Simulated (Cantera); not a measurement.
Feed: 1 mol HMDSO, 0.11 mol O3, equilibrated at 10.0 mbar.

Equilibrium computed with Cantera from the NASA thermochemical tables; the gas is ideal and each condensed phase is pure. Candidate condensed phases: C, C6H6, C7H8, C8H18, H2O, Si, SiC, SiO2; 123 gas species. The feed counts by its element totals alone. Equilibrium is a limit: real reactors are often held back by kinetics, nucleation or transport.

Over these rows the condensed part is C(graphite) + SiC(s). Partial pressures as log10 of bar:

```json
[
 {"T (K)": "1348", "1000/T (1/K)": "0.7418", "log p C2H2 (acetylene)": "-7.98", "log p H2": "-2.06", "log p CO": "-2.89"},
 {"T (K)": "1448", "1000/T (1/K)": "0.6906", "log p C2H2 (acetylene)": "-7.38", "log p H2": "-2.06", "log p CO": "-2.89"},
 {"T (K)": "1548", "1000/T (1/K)": "0.6460", "log p C2H2 (acetylene)": "-6.86", "log p H2": "-2.06", "log p CO": "-2.89"},
 {"T (K)": "1648", "1000/T (1/K)": "0.6068", "log p C2H2 (acetylene)": "?", "log p H2": "-2.06", "log p CO": "-2.89"},
 {"T (K)": "1748", "1000/T (1/K)": "0.5721", "log p C2H2 (acetylene)": "-6.01", "log p H2": "-2.06", "log p CO": "-2.89"},
 {"T (K)": "1848", "1000/T (1/K)": "0.5411", "log p C2H2 (acetylene)": "-5.65", "log p H2": "-2.06", "log p CO": "-2.89"}
]
```

Q: Fit log p(C2H2 (acetylene)) = a + b·(1000/T) to the five rows, give the apparent enthalpy, and predict the row at 1648 K.

A: Means: 1000/T = 0.6383, log p = -6.776. Sxy = -0.317006, Sxx = 0.0273371, so b = -11.60 and a = -6.776 − (-11.60)×0.6383 = 0.63.
Apparent enthalpy: −19.145 × (-11.60) = 222 kJ/mol. With the condensed phases at unit activity, 2 C(graphite) + H2(g) = C2H2 (acetylene)(g) links this pressure to the main gases: over the six rows their terms move log p by +0.00 in all, so the slope is close to that reaction's ΔH°. The five rows lie within 0.01 of the line.
Prediction at 1648 K: 0.63 + (-11.60)×0.6068 = -6.41. The computed value is -6.41, 0.00 from the line.
